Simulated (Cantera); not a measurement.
A Cantera script and its output.

```python
import numpy as np
import cantera as ct

gas = ct.Solution("SiF4_NH3_mec.yaml", "gas")
gas.TPX = 1575, 2200, {'NH3': 1, 'H2': 0.31}
reactor = ct.IdealGasConstPressureReactor(gas, energy="off", clone=False)
net = ct.ReactorNet([reactor])
net.rtol, net.atol = 1e-08, 1e-18
show = ['NH3', 'H2', 'N2H4', 'H', 'N']
times = np.geomspace(9e-06, 8, 13)

steps = ct.SolutionArray(gas, extra=["t"])
rows = []
print(f"{'t/s':>10s}{'T/K':>9s}{'P/Pa':>11s}" + "".join(f"{s:>11s}" for s in show))
for t in times:
    while net.time < t:
        t_next = net.step()
        steps.append(gas.state, t=t_next)
    rows.append([np.interp(t, steps.t, y) for y in (steps.T, steps.P, *steps(*show).X.T)])
    print(f"{t:10.3e}{rows[-1][0]:9.1f}{rows[-1][1]:11.4g}" + "".join(f"{x:11.3e}" for x in rows[-1][2:]))
rate = np.gradient(steps.T, steps.t)
print("integrator steps:", len(steps.t))
if steps.T.max() > steps.T[0] + 200:
    print(f"time of steepest temperature rise: {steps.t[rate.argmax()]:.4e} s")
gas.TPX = 1575, 2200, {'NH3': 1, 'H2': 0.31}
gas.equilibrate("TP")
print(f"equilibrium (TP): T = {gas.T:.1f} K  " + "  ".join(f"{s} {gas[s].X[0]:.3e}" for s in show))
```

It prints:

```
       t/s      T/K       P/Pa        NH3         H2       N2H4          H          N
 9.000e-06   1575.0       2200  7.634e-01  2.366e-01  4.997e-19  2.796e-09  1.726e-23
 2.818e-05   1575.0       2200  7.634e-01  2.366e-01  2.100e-17  5.506e-09  2.513e-21
 8.825e-05   1575.0       2200  7.634e-01  2.366e-01  7.140e-16  1.231e-08  3.143e-19
 2.763e-04   1575.0       2200  7.634e-01  2.366e-01  1.827e-14  3.353e-08  3.858e-17
 8.653e-04   1575.0       2200  7.634e-01  2.366e-01  3.239e-13  9.998e-08  3.033e-15
 2.710e-03   1575.0       2200  7.634e-01  2.366e-01  4.062e-12  3.080e-07  1.393e-13
 8.485e-03   1575.0       2200  7.633e-01  2.366e-01  4.313e-11  9.585e-07  4.841e-12
 2.657e-02   1575.0       2200  7.633e-01  2.366e-01  4.304e-10  2.986e-06  1.482e-10
 8.320e-02   1575.0       2200  7.632e-01  2.367e-01  3.880e-09  8.948e-06  3.647e-09
 2.605e-01   1575.0       2200  7.623e-01  2.373e-01  1.176e-08  1.566e-05  1.743e-08
 8.159e-01   1575.0       2200  7.587e-01  2.399e-01  1.202e-08  1.607e-05  1.817e-08
 2.555e+00   1575.0       2200  7.475e-01  2.479e-01  1.178e-08  1.669e-05  1.835e-08
 8.000e+00   1575.0       2200  7.143e-01  2.717e-01  1.109e-08  1.857e-05  1.885e-08
integrator steps: 470
equilibrium (TP): T = 1575.0 K  NH3 3.498e-07  H2 7.833e-01  N2H4 5.848e-20  H 2.496e-04  N 1.181e-12
```

Detailed kinetics in Cantera: the gas-phase N/H chemistry of the illustrative SiF4/NH3 mechanism in the Surface Chemkin manual (1991). Walls and surfaces, which speed up NH3 decomposition in real reactors, are not modelled.
